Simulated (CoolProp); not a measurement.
Vapour-liquid equilibrium of carbon dioxide (1) + 1-butene (2) at 279.9 K; x and y are mole fractions of (1).

Model: multi-fluid Helmholtz-energy mixture model, Span 1996 and Lemmon 2005; pair parameters Bell 2016, in CoolProp.

```json
[
 {"x": "0.05", "bubble pressure, mixture model (MPa)": "0.3773", "bubble pressure, Raoult's law (MPa)": "0.3634", "y, mixture model": "0.564", "y, Raoult's law": "0.571"},
 {"x": "0.2", "bubble pressure, mixture model (MPa)": "___", "bubble pressure, Raoult's law (MPa)": "0.9613", "y, mixture model": "0.846", "y, Raoult's law": "0.863"},
 {"x": "0.35", "bubble pressure, mixture model (MPa)": "1.685", "bubble pressure, Raoult's law (MPa)": "1.559", "y, mixture model": "___", "y, Raoult's law": "0.932"},
 {"x": "0.5", "bubble pressure, mixture model (MPa)": "___", "bubble pressure, Raoult's law (MPa)": "2.157", "y, mixture model": "___", "y, Raoult's law": "0.962"},
 {"x": "0.65", "bubble pressure, mixture model (MPa)": "___", "bubble pressure, Raoult's law (MPa)": "2.755", "y, mixture model": "0.950", "y, Raoult's law": "0.979"},
 {"x": "0.8", "bubble pressure, mixture model (MPa)": "3.228", "bubble pressure, Raoult's law (MPa)": "3.353", "y, mixture model": "0.967", "y, Raoult's law": "0.990"},
 {"x": "0.95", "bubble pressure, mixture model (MPa)": "3.879", "bubble pressure, Raoult's law (MPa)": "3.951", "y, mixture model": "0.990", "y, Raoult's law": "0.998"}
]
```

Problem. Some entries are withheld; supply them.

Solution. 
- 0.2, bubble pressure, mixture model (MPa): 1.051
- 0.35, y, mixture model: 0.907
- 0.5, bubble pressure, mixture model (MPa): 2.230
- 0.5, y, mixture model: 0.933
- 0.65, bubble pressure, mixture model (MPa): 2.716

The largest gap from Raoult's law is +9.3 % in bubble pressure, at x = 0.2. No azeotrope shows between x = 0.05 and 0.95.

The pair parameters rest on a limited set of measurements; away from them the model extrapolates. The gap from Raoult's law changes sign with composition, which may be real or a fault of the pair parameters; it wasn't checked against measurements.
